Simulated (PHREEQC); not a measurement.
Dissolve 0.071 mol/kgw TMAH, 0.002 mol/kgw H4SiO4 and 0.0019 mol/kgw K3PO4 at 25 °C. Closed to the air; pH follows from the charge balance.

Computed with PHREEQC (ion-association model, phreeqc.dat).

The ionic strength comes out as 0.0828 mol/kgw. What activity coefficients do K+, PO4-3, H2SiO4-2, H3SiO4-, HPO4-2 get?

K+ 0.78, PO4-3 0.11, H2SiO4-2 0.41, H3SiO4- 0.78, HPO4-2 0.40.

This is a speciation only: nothing precipitates in the calculation. (CH3)4N+ isn't in the database: it is added as a free cation with an ion size of 4 Å.
